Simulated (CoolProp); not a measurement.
Dodecamethylcyclohexasiloxane (D6) along the isobar 0.52 MPa: Z from the reference equation and from simpler models built on Tc = 645.8 K, pc = 0.9614 MPa, ω = 0.736; each cubic takes its own stable root.

The numbers come from the reference Helmholtz-energy equation of state, Colonna 2008 in CoolProp. It is a short technical equation, of lower accuracy than the large ones.

```tsv
T (K)	phase	reference
343.7	liquid	0.08804
363.4	liquid	0.08528
383.1	liquid	0.08293
402.8	liquid	0.08093
422.5	liquid	0.07926
442.2	liquid	0.07791
461.9	liquid	0.07686
481.6	liquid	0.07613
501.4	liquid	0.07573
```

Task: How far does each simpler model (van der Waals, Redlich-Kwong) lie from the reference over these 9 states: mean and median of the absolute difference, and the worst?

Result: 
- van der Waals: mean 74.0 %, median 73.7 %, worst +77.9 % at 343.7 K and 0.52 MPa
- Redlich-Kwong: mean 19.8 %, median 19.8 %, worst +20.5 % at 343.7 K and 0.52 MPa
